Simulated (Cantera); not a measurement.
Input: 1 mol borazine, 0.97 mol O2, 0.3 mol H2, at 0.0100 bar.

Cantera equilibrium calculation (NASA polynomials, part measured and part estimated; ideal gas, pure solids and liquids). Candidate condensed phases: B, BN, B2O3, B3O3H3, H2O; 39 gas species. The feed counts by its element totals alone. Mutual solubility and eutectic melting of coexisting phases are not modelled. Kinetics and transport are ignored.

Over these rows the condensed part is BN(s) + B2O3(l). Partial pressures as log10 of bar:

```csv
T (K),1000/T (1/K),log p HBO2,log p H2,log p N2
900,1.1111,-8.10,-2.08,-2.79
950,1.0526,-7.57,-2.08,-2.79
1000,1.0000,-7.09,-2.08,-2.79
1050,0.9524,-6.66,-2.08,-2.79
1100,0.9091,?,-2.08,-2.79
1150,0.8696,-5.93,-2.08,-2.79
```

Fit log p(HBO2) = a + b·(1000/T) to the five rows, give the apparent enthalpy, and predict the row at 1100 K.

Means: 1000/T = 0.9971, log p = -7.070. Sxy = -0.308905, Sxx = 0.0343390, so b = -9.00 and a = -7.070 − (-9.00)×0.9971 = 1.90.
Apparent enthalpy: −19.145 × (-9.00) = 172 kJ/mol. With the condensed phases at unit activity, 2/3 B2O3(l) + 1/2 H2(g) + 1/6 N2(g) = HBO2(g) + 1/3 BN(s) links this pressure to the main gases: over the six rows their terms move log p by +0.00 in all, so the slope is close to that reaction's ΔH°. The five rows lie within 0.01 of the line.
Prediction at 1100 K: 1.90 + (-9.00)×0.9091 = -6.28. The computed value is -6.28, 0.00 from the line.
